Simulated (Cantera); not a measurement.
Input (Python, Cantera) and output of one run.

```python
import numpy as np
import cantera as ct

gas_names = [...]  # 87 gases of nasa_gas.yaml made of C, H, Si
cond_names = """
    C(gr) C6H6(L) C7H8(L) C8H18(L),n-octa Si(cr) Si(L) SiC(b)
""".split()


# ... load() reads the species with a 1 bar reference pressure and builds the phases ...
atoms = {
    'Si(CH3)4': {'Si': 1, 'C': 4, 'H': 12},
    'H2': {'H': 2},
}
top_T = {'C(gr)': 4500, 'SiC(b)': 3050}  # K; cautious upper limits of use, not melting points


# ... equilibrate(T, P, feed) seeds the gas with the atoms and calls Mixture.equilibrate('TP', solver="vcs", rtol=1e-11, max_steps=5000) ...
results = []
feed = {'Si(CH3)4': 1, 'H2': 91}  # mol
P = 25000  # Pa
for T in [1248, 1348, 1448, 1548, 1648, 1748, 1848, 1948, 2048, 2148, 2248, 2348]:
    mix = equilibrate(T, P, feed)
    results.append((T, P, feed, dict(zip(mix.species_names, mix.species_moles))))

top = {s: max(r[3][s] / sum(r[3][g] for g in gas_names) for r in results) for s in gas_names}
cols = sorted((s for s in top if top[s] > 1e-05), key=lambda s: -top[s])[:5]
seen = [c for c in cond_names if any(r[3].get(c, 0) > 1e-12 for r in results)]
print("log10 of partial pressures in bar; condensed amounts in mol")
print(f"{'T/K':>10s}" + "".join(f"{s[:9]:>10s}" for s in cols + seen))
for T, P, feed, n in results:
    ng = sum(n[g] for g in gas_names)
    print(f"{T:10.4g}" + "".join(f"{np.log10(max(n[s] / ng * P / 1e5, 1e-99)):10.3f}" for s in cols)
          + "".join(f"{n.get(c, 0):10.4g}" for c in seen))
```

It prints:

```
log10 of partial pressures in bar; condensed amounts in mol
       T/K        H2         H C2H2,acet       CH4        Si     C(gr)    SiC(b)
      1248    -0.603    -6.632    -7.217    -3.159   -13.761     2.732         1
      1348    -0.603    -5.937    -6.523    -3.439   -12.150     2.859         1
      1448    -0.602    -5.337    -5.925    -3.682   -10.763     2.918         1
      1548    -0.602    -4.813    -5.407    -3.893    -9.556     2.947         1
      1648    -0.602    -4.352    -4.952    -4.078    -8.498     2.959         1
      1748    -0.602    -3.942    -4.550    -4.241    -7.562     2.956    0.9999
      1848    -0.603    -3.577    -4.192    -4.387    -6.728     2.934    0.9998
      1948    -0.603    -3.249    -3.872    -4.517    -5.981     2.884    0.9991
      2048    -0.605    -2.952    -3.584    -4.635    -5.307      2.79    0.9964
      2148    -0.607    -2.683    -3.324    -4.743    -4.698     2.633    0.9868
      2248    -0.610    -2.439    -3.090    -4.844    -4.143     2.391    0.9546
      2348    -0.616    -2.216    -2.878    -4.941    -3.636     2.055    0.8525
```

Cantera equilibrium calculation (NASA polynomials, part measured and part estimated; ideal gas, pure solids and liquids). Gases not in the tables: Si2H6 and higher silanes.
